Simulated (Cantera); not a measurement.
An adiabatic, constant-pressure homogeneous reactor starts with CH4 : CO : O2 : N2 = 1 : 0.47 : 4.76 : 17.9 (molar parts), equivalence ratio 0.47, at 1773 K and 0.434 atm. Integrator tolerance rtol = 1e-08.

Model: GRI-Mech 3.0 (53 species, 325 reactions), integrated in Cantera.

### Question
What does this change do: 0.23 parts C2H6 added?

### Answer
```
quantity                                                            before                                    after
---------------------------------  ---------------------------------------  ---------------------------------------
time of steepest temperature rise                                 0.269 ms                                  56.4 µs
temperature at 0.800 s                                              2524 K                                   2639 K
equilibrium temperature                                             2524 K                                   2639 K
x(CH4) at 0.800 s                    <1e-12 (gas-phase equilibrium <1e-12)    <1e-12 (gas-phase equilibrium <1e-12)
x(CO) at 0.800 s                     0.0103 (gas-phase equilibrium 0.0103)    0.0234 (gas-phase equilibrium 0.0234)
x(O2) at 0.800 s                     0.0959 (gas-phase equilibrium 0.0959)    0.0669 (gas-phase equilibrium 0.0669)
x(CH2CO) at 0.800 s                  <1e-12 (gas-phase equilibrium <1e-12)    <1e-12 (gas-phase equilibrium <1e-12)
x(CH3) at 0.800 s                    <1e-12 (gas-phase equilibrium <1e-12)    <1e-12 (gas-phase equilibrium <1e-12)
x(NO2) at 0.800 s                  6.07e-6 (gas-phase equilibrium 6.07e-6)  4.51e-6 (gas-phase equilibrium 4.51e-6)
```

### Question
What does this change do: initial temperature 1773 to 1648 K?

### Answer
```csv
quantity,before,after
time of steepest temperature rise,0.269 ms,0.574 ms
temperature at 0.800 s,2524 K,2459 K
equilibrium temperature,2524 K,2459 K
x(CH4) at 0.800 s,<1e-12 (gas-phase equilibrium <1e-12),<1e-12 (gas-phase equilibrium <1e-12)
x(CO) at 0.800 s,0.0103 (gas-phase equilibrium 0.0103),0.00764 (gas-phase equilibrium 0.00764)
x(O2) at 0.800 s,0.0959 (gas-phase equilibrium 0.0959),0.0969 (gas-phase equilibrium 0.0969)
x(CH2CO) at 0.800 s,<1e-12 (gas-phase equilibrium <1e-12),<1e-12 (gas-phase equilibrium <1e-12)
x(CH3) at 0.800 s,<1e-12 (gas-phase equilibrium <1e-12),<1e-12 (gas-phase equilibrium <1e-12)
x(NO2) at 0.800 s,6.07e-6 (gas-phase equilibrium 6.07e-6),5.87e-6 (gas-phase equilibrium 5.87e-6)
```
